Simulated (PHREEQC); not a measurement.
Dissolve 0.046 mol KH2PO4, 0.00018 mol NaOH and 0.0024 mol ZnSO4 per kg of water at 20 °C. Closed to the air; pH follows from the charge balance.

Computed with PHREEQC (ion-association model, wateq4f.dat).

Precipitation was switched off in this run.

Question: Order these S species by the share of S that they hold, largest first: KSO4-, ZnSO4, SO4-2, Zn(SO4)2-2.

Answer: SO4-2 (81 %), KSO4- (11 %), ZnSO4 (8.4 %), Zn(SO4)2-2 (0.28 %)

Question: Order these Zn species by the share of Zn that they hold, largest first: ZnSO4, Zn+2, Zn(SO4)2-2.

Answer: Zn+2 (91 %), ZnSO4 (8.4 %), Zn(SO4)2-2 (0.14 %)

The pH is 4.75 and the ionic strength 0.0547 mol/kgw. H3PO4, which wateq4f.dat lacks, is added to it with the constant of phreeqc.dat. The database has no phosphate complexes of Zn.
